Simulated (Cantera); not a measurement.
**Ammonia decomposition in nitride growth gas**

An isothermal, constant-pressure homogeneous reactor starts with 26.2 % NH3, 73.2 % N2, 0.628 % H2, at 2125 K and 120 Torr.

Computed with Cantera and the gas-phase N/H chemistry of the illustrative SiF4/NH3 mechanism in the Surface Chemkin manual (1991). Walls and surfaces, which speed up NH3 decomposition in real reactors, are not modelled.

| t (s) | x NH3 | x N | x NH2 | x H2 | x N2H4 | x NH | x N2H2 |
|---|---|---|---|---|---|---|---|
| 4.00e-5 | 0.261 | 3.38e-10 | 0.000125 | 0.00634 | 4.40e-10 | 1.72e-7 | 1.36e-8 |
| 0.000111 | 0.261 | 1.11e-8 | 0.000343 | 0.00645 | 3.36e-9 | 1.69e-6 | 1.41e-7 |
| 0.000308 | 0.260 | 1.05e-7 | 0.000854 | 0.00691 | 2.08e-8 | 8.40e-6 | 1.17e-6 |
| 0.000854 | 0.258 | 2.87e-7 | 0.00129 | 0.00940 | 4.73e-8 | 1.63e-5 | 3.02e-6 |
| 0.00237 | 0.251 | 5.29e-7 | 0.00122 | 0.0177 | 4.29e-8 | 1.89e-5 | 3.05e-6 |
| 0.00658 | 0.233 | 1.04e-6 | 0.00106 | 0.0393 | 3.23e-8 | 2.19e-5 | 2.73e-6 |
| 0.0182 | 0.190 | 1.73e-6 | 0.000845 | 0.0900 | 2.04e-8 | 2.38e-5 | 2.09e-6 |
| 0.0506 | 0.112 | 2.24e-6 | 0.000557 | 0.182 | 8.87e-9 | 2.18e-5 | 1.11e-6 |
| 0.140 | 0.0303 | 2.40e-6 | 0.000222 | 0.279 | 1.41e-9 | 1.42e-5 | 2.48e-7 |
| 0.390 | 0.000691 | 2.29e-6 | 1.71e-5 | 0.313 | 8.34e-12 | 3.86e-6 | 4.12e-9 |
| 1.08 | 6.33e-6 | 1.68e-7 | 3.13e-7 | 0.313 | <1e-12 | 1.42e-7 | 2.58e-12 |
| 3.00 | 1.41e-6 | 3.75e-8 | 6.98e-8 | 0.313 | <1e-12 | 3.16e-8 | <1e-12 |
x: mole fraction; the columns are a selection and need not sum to one.

Equilibrium at this temperature and pressure: NH3 3.81e-7, N 1.01e-8, NH2 1.89e-8, H2 0.313, N2H4 <1e-12, NH 8.55e-9, N2H2 <1e-12 (gas phase only).
